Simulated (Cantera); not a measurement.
A closed system holds: 1 mol HMDSO, 0.16 mol NO, 62 mol H2, held at 1048 K.

These are equilibrium values from Cantera (NASA tables, ideal gas, pure condensed phases), not measurements of a reactor. Candidate condensed phases: C, C6H6, C7H8, C8H18, H2O, Si, SiC, SiO2, Si2N2O, Si3N4; 151 gas species. The feed counts by its element totals alone. Mutual solubility and eutectic melting of coexisting phases are not modelled. Kinetics and transport are ignored.

log p: log10 of the partial pressure in bar; n: condensed amount in mol.

| P (Pa) | log p H2 | log p CH4 | log p CO | log p N2 | log p SiO | log p H | n C(graphite) | n SiC(s) | n SiO2(β-quartz) | n Si2N2O(s) |
|---|---|---|---|---|---|---|---|---|---|---|
| 5 | -4.31 | -9.85 | -6.18 | -9.54 | -10.07 | ___ | 3.26 | 1.78 | 0.0610 | 0.0796 |
| 21 | -3.68 | -8.59 | -6.18 | -9.54 | -10.07 | ___ | 4.36 | 1.41 | 0.427 | 0.0799 |
| 85 | -3.07 | -7.38 | -6.18 | -9.54 | -10.07 | ___ | 4.61 | 1.33 | 0.512 | 0.0800 |
| 350 | -2.46 | -6.15 | -6.18 | -9.54 | -10.07 | ___ | 4.67 | 1.31 | 0.533 | 0.0800 |
| 1400 | -1.85 | -4.94 | -6.18 | -9.54 | -10.07 | ___ | 4.64 | 1.30 | 0.538 | 0.0800 |
| 5900 | -1.23 | -3.69 | -6.18 | -9.54 | -10.07 | ___ | 4.46 | 1.30 | 0.540 | 0.0800 |
| 24000 | -0.63 | -2.49 | -6.18 | -9.54 | -10.07 | ___ | 3.74 | 1.30 | 0.540 | 0.0800 |
| 100000 | -0.02 | -1.28 | -6.18 | -9.54 | -10.07 | ___ | 1.16 | 1.30 | 0.540 | 0.0800 |

**Question.** What belongs in the gaps?

**Answer.** 
- 5, log p H: -10.27
- 21, log p H: -9.95
- 85, log p H: -9.65
- 350, log p H: -9.34
- 1400, log p H: -9.04
- 5900, log p H: -8.73
- 24000, log p H: -8.42
- 100000, log p H: -8.12
